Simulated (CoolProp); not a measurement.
Vapour-liquid equilibrium of R134a (1) + dimethyl ether (2) at 6.61 bar; x and y are mole fractions of (1).

Model: multi-fluid Helmholtz-energy mixture model, Tillner-Roth 1994 and Wu 2011; pair parameters Bell 2016, in CoolProp.

```csv
x,"bubble temperature, mixture model (K)","bubble temperature, Raoult's law (K)","y, mixture model","y, Raoult's law"
0.05,302.4,301.9,0.044,0.056
0.15,302.8,301.4,0.142,0.166
0.25,303.0,301.0,0.250,0.274
0.35,302.8,300.6,0.362,0.378
0.45,302.5,300.1,0.475,0.480
0.55,301.9,299.7,0.586,0.580
0.65,301.2,299.3,0.691,0.677
0.75,300.3,298.9,0.789,0.772
0.85,299.4,298.5,0.879,0.865
0.95,298.4,298.1,0.961,0.955
```

The largest gap from Raoult's law is +2.4 K in bubble temperature, at x = 0.45. y crosses x between x = 0.25 and 0.35: the model has an azeotrope there.

The pair parameters rest on a limited set of measurements; away from them the model extrapolates.
